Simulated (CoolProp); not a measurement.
Dimethyl carbonate at several states: fugacity coefficient from the reference equation and from simpler models built on Tc = 283.9 °C, pc = 49.09 bar, ω = 0.346; each cubic takes its own stable root.

Computed with CoolProp (reference Helmholtz-energy equation of state, Zhou 2011).

| T (°C) | p (bar) | phase | reference |
|---|---|---|---|
| 166.15 | 2.83 | gas | 0.9577 |
| 266.05 | 0.345 | gas | 0.9973 |
| 137.55 | 230 | liquid | 0.02892 |
| 220.05 | 0.167 | gas | 0.9983 |
| 93.45 | 0.154 | gas | 0.9959 |
| 301.35 | 68.2 | supercritical | 0.5763 |

Q: How far does each simpler model (van der Waals, Peng-Robinson) lie from the reference over these 6 states: mean and median of the absolute difference, and the worst?

A: 
- van der Waals: mean 57.9 %, median 0.7 %, worst +342.6 % at 137.55 °C and 230 bar
- Peng-Robinson: mean 0.6 %, median 0.2 %, worst -2.0 % at 301.35 °C and 68.2 bar
